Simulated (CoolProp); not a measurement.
A single-stage vapour-compression cycle with the fluid: evaporating at 295.15 K (dew point), condensing at 335.15 K (bubble point), superheat 5 K, subcooling 8 K, compressor efficiency 0.85, no pressure losses. The same conditions are run with several fluids, on thermodynamics alone (safety and materials aside).

Values from CoolProp's reference Helmholtz-energy equation of state of each fluid (R143a: Lemmon and Jacobsen 2000; propane: Lemmon 2009; R1132(E): Akasaka 2024; R227EA: Lemmon 2016; methanol: de Reuck 1993; chlorine: Thol 2021).

Problem. Rank R143a, propane, R1132(E), R227EA, methanol, chlorine by cooling COP, highest first.

Solution. methanol (5.65), chlorine (5.42), propane (5.08), R227EA (4.97), R1132(E) (4.67), R143a (4.57)

```json
[
 {"fluid": "R143a", "pressure ratio": "2.57", "discharge temperature (K)": "349.0", "refrigerating effect (kJ/kg)": "114", "volumetric capacity (kJ/m³)": "5750"},
 {"fluid": "propane", "pressure ratio": "2.50", "discharge temperature (K)": "346.4", "refrigerating effect (kJ/kg)": "259", "volumetric capacity (kJ/m³)": "4800"},
 {"fluid": "R1132(E)", "pressure ratio": "2.55", "discharge temperature (K)": "358.0", "refrigerating effect (kJ/kg)": "162", "volumetric capacity (kJ/m³)": "8000"},
 {"fluid": "R227EA", "pressure ratio": "2.98", "discharge temperature (K)": "335.1", "refrigerating effect (kJ/kg)": "78.5", "volumetric capacity (kJ/m³)": "2520"},
 {"fluid": "methanol", "pressure ratio": "6.33", "discharge temperature (K)": "424.4", "refrigerating effect (kJ/kg)": "1100", "volumetric capacity (kJ/m³)": "209"},
 {"fluid": "chlorine", "pressure ratio": "2.64", "discharge temperature (K)": "392.7", "refrigerating effect (kJ/kg)": "220", "volumetric capacity (kJ/m³)": "4950"}
]
```

The compression ends wet for: R227EA.
